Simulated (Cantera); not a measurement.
Feed: 1 mol n-butane, 5.5 mol CO₂, 8 mol N₂, 0.023 mol H₂O, equilibrated at 7.50 Torr.

Cantera equilibrium calculation (NASA polynomials, part measured and part estimated; ideal gas, pure solids and liquids). Candidate condensed phases: C, C₆H₆, C₇H₈, C₈H₁₈, H₂O; 169 gas species. Ions and electrons are included (thermal ionisation). The numbers say what is thermodynamically allowed, not how fast it happens.

At 4750 K, list the 7 most abundant gas species with their mole fractions, and the condensed phases.

H 0.327, CO 0.296, N₂ 0.218, N 0.0834, O 0.0622, C 0.0123, CN 0.000592. Condensed: gas only.
